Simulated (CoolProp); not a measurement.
Saturation properties of ethylene (Tc = 9.2 °C, pc = 5.042 MPa, ω = 0.087).

Model: reference Helmholtz-energy equation of state, Smukala 2000, in CoolProp.

| T (°C) | p (MPa) | liquid density (kg/m³) | enthalpy of vaporisation (kJ/kg) | vapour Z | surface tension (mN/m) |
|---|---|---|---|---|---|
| -84.55 | 0.2769 | 539.2 | 452.5 | 0.9326 | 13.1 |
| -81.25 | 0.3219 | 534.1 | 446.9 | 0.9251 | 12.6 |
| -78.05 | 0.3706 | 529.1 | 441.3 | 0.9174 | 12.1 |
| -74.75 | 0.4263 | 523.8 | 435.4 | 0.9090 | 11.5 |
| -71.55 | 0.4861 | 518.6 | 429.5 | 0.9003 | 11.0 |
| -68.25 | 0.5540 | 513.2 | 423.1 | 0.8909 | 10.5 |
| -65.05 | 0.6263 | 507.8 | 416.8 | 0.8812 | 10.00 |
| -61.75 | 0.7078 | 502.1 | 410.0 | 0.8707 | 9.48 |
| -58.55 | 0.7940 | 496.5 | 403.1 | 0.8600 | 8.98 |
| -55.25 | 0.8908 | 490.5 | 395.8 | 0.8484 | 8.47 |
| -52.05 | 0.9925 | 484.6 | 388.5 | 0.8365 | 7.98 |

It boils at -103.8 °C under 1 atm.

Surface tension comes from a separate correlation (Mulero 2012).
